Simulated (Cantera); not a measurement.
## Thermodynamics of tantalum, niobium, vanadium and zirconium in process gases, feed Zr + N₂O + N₂

Charge: 1 mol Zr, 1.5 mol N₂O, 1 mol N₂, equilibrated at 82.5 Torr.

Method: chemical equilibrium by Gibbs-energy minimisation in Cantera with the NASA 1993 tables (ideal gas, pure condensed phases). Candidate condensed phases: Zr, ZrN, ZrO₂; 13 gas species. Mutual solubility and eutectic melting of coexisting phases are not modelled. ZrN: taken at fixed stoichiometry. Condensed phases not in the tables: solid solutions among these carbides, nitrides and lower oxides. The numbers say what is thermodynamically allowed, not how fast it happens.

```
T (K)  x N₂     x ZrO       x N      x NO  n ZrN(s)  n ZrO₂(monoclinic)  n ZrO₂(tetragonal)
-----  ----  --------  --------  --------  --------  ------------------  ------------------
1048   1.00    <1e-12    <1e-12    <1e-12     0.250               0.750                   0
1148   1.00    <1e-12    <1e-12    <1e-12     0.250               0.750                   0
1248   1.00    <1e-12    <1e-12    <1e-12     0.250               0.750                   0
1348   1.00    <1e-12    <1e-12    <1e-12     0.250               0.750                   0
1448   1.00    <1e-12    <1e-12    <1e-12     0.250               0.750                   0
1548   1.00    <1e-12    <1e-12    <1e-12     0.250                   0               0.750
1648   1.00    <1e-12  5.75e-12  7.18e-12     0.250                   0               0.750
1748   1.00  3.51e-12  4.25e-11  4.75e-11     0.250                   0               0.750
1848   1.00  6.79e-11  2.53e-10  2.56e-10     0.250                   0               0.750
1948   1.00  9.62e-10   1.26e-9   1.16e-9     0.250                   0               0.750
2048   1.00   1.05e-8   5.35e-9   4.55e-9     0.250                   0               0.750
```
x: gas mole fraction; n: condensed amount in mol.

From 1048 K to 1448 K the condensed part is ZrN(s) + ZrO₂(monoclinic). From 1548 K to 2048 K the condensed part is ZrN(s) + ZrO₂(tetragonal).
